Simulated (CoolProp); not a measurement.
Vapour pressure (MPa) of n-decane: the reference equation beside estimates from Tc = 617.7 K, pc = 2.101 MPa, ω = 0.488. Clausius-Clapeyron is anchored at 397.4 K with a constant enthalpy of vaporisation of 43.60 kJ/mol.

Computed with CoolProp (reference Helmholtz-energy equation of state, Lemmon 2006). It is a short technical equation, of lower accuracy than the large ones.

| T (K) | reference | Clausius-Clapeyron | Redlich-Kwong |
|---|---|---|---|
| 390.9 | 0.01865 | 0.01877 | 0.07370 |
| 394.1 | 0.02086 | 0.02093 | 0.07974 |
| 397.4 | 0.02337 | 0.02337 | 0.08635 |
| 400.7 | 0.02612 | 0.02605 | 0.09336 |
| 404 | 0.02912 | 0.02899 | 0.1008 |
| 407.3 | 0.03240 | 0.03221 | 0.1086 |
| 410.5 | 0.03586 | 0.03561 | 0.1167 |
| 413.8 | 0.03973 | 0.03943 | 0.1254 |
| 417.1 | 0.04394 | 0.04359 | 0.1346 |
| 420.4 | 0.04849 | 0.04811 | 0.1443 |
| 423.6 | 0.05326 | 0.05286 | 0.1541 |
| 426.9 | 0.05856 | 0.05817 | 0.1648 |
| 430.2 | 0.06428 | 0.06392 | 0.1760 |
| 433.5 | 0.07043 | 0.07014 | 0.1878 |

Absolute difference from the reference over all 14 rows, mean and median: Clausius-Clapeyron 0.6 and 0.6 %, Redlich-Kwong 224.4 and 220.5 %.
